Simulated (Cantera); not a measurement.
An isothermal, constant-pressure homogeneous reactor starts with NH₃ : N₂ = 1 : 2 (molar parts), at 2250 K and 0.0133 bar.

Detailed kinetics in Cantera: the gas-phase N/H chemistry of the illustrative SiF4/NH3 mechanism in the Surface Chemkin manual (1991). Walls and surfaces, which speed up NH3 decomposition in real reactors, are not modelled.

x: mole fraction; the columns are a selection and need not sum to one.

```json
[
 {"t (s)": "3.00e-6", "x NH₃": "0.333", "x H₂": "3.25e-7", "x N": "<1e-12", "x NH": "6.02e-12", "x N₂H₂": "<1e-12", "x N₂H₄": "<1e-12"},
 {"t (s)": "1.33e-5", "x NH₃": "0.333", "x H₂": "4.12e-6", "x N": "<1e-12", "x NH": "3.91e-10", "x N₂H₂": "1.41e-11", "x N₂H₄": "<1e-12"},
 {"t (s)": "5.92e-5", "x NH₃": "0.333", "x H₂": "2.79e-5", "x N": "5.94e-12", "x NH": "1.42e-8", "x N₂H₂": "1.06e-9", "x N₂H₄": "3.40e-12"},
 {"t (s)": "0.000263", "x NH₃": "0.333", "x H₂": "(withheld)", "x N": "7.57e-10", "x NH": "(withheld)", "x N₂H₂": "(withheld)", "x N₂H₄": "7.57e-11"},
 {"t (s)": "0.00117", "x NH₃": "0.332", "x H₂": "0.000697", "x N": "4.28e-8", "x NH": "9.08e-6", "x N₂H₂": "1.08e-6", "x N₂H₄": "1.45e-9"},
 {"t (s)": "0.00520", "x NH₃": "0.324", "x H₂": "(withheld)", "x N": "(withheld)", "x NH": "(withheld)", "x N₂H₂": "(withheld)", "x N₂H₄": "(withheld)"},
 {"t (s)": "0.0231", "x NH₃": "0.282", "x H₂": "0.0555", "x N": "3.87e-6", "x NH": "6.65e-5", "x N₂H₂": "9.12e-6", "x N₂H₄": "5.98e-9"},
 {"t (s)": "0.103", "x NH₃": "0.160", "x H₂": "0.193", "x N": "7.67e-6", "x NH": "6.73e-5", "x N₂H₂": "4.26e-6", "x N₂H₄": "1.92e-9"},
 {"t (s)": "0.456", "x NH₃": "0.0225", "x H₂": "0.348", "x N": "7.46e-6", "x NH": "3.24e-5", "x N₂H₂": "3.94e-7", "x N₂H₄": "1.05e-10"},
 {"t (s)": "2.03", "x NH₃": "1.16e-5", "x H₂": "0.366", "x N": "1.87e-6", "x NH": "1.03e-6", "x N₂H₂": "3.27e-11", "x N₂H₄": "<1e-12"},
 {"t (s)": "9.00", "x NH₃": "3.94e-8", "x H₂": "0.350", "x N": "1.78e-7", "x NH": "3.22e-8", "x N₂H₂": "<1e-12", "x N₂H₄": "<1e-12"},
 {"t (s)": "40.0", "x NH₃": "2.99e-8", "x H₂": "0.349", "x N": "1.51e-7", "x NH": "2.63e-8", "x N₂H₂": "<1e-12", "x N₂H₄": "<1e-12"}
]
```

What belongs in the gaps?


- 0.000263, x H₂: 0.000136
- 0.000263, x NH: 4.28e-7
- 0.000263, x N₂H₂: 3.55e-8
- 0.00520, x H₂: 0.00813
- 0.00520, x N: 6.92e-7
- 0.00520, x NH: 4.44e-5
- 0.00520, x N₂H₂: 1.01e-5
- 0.00520, x N₂H₄: 9.93e-9
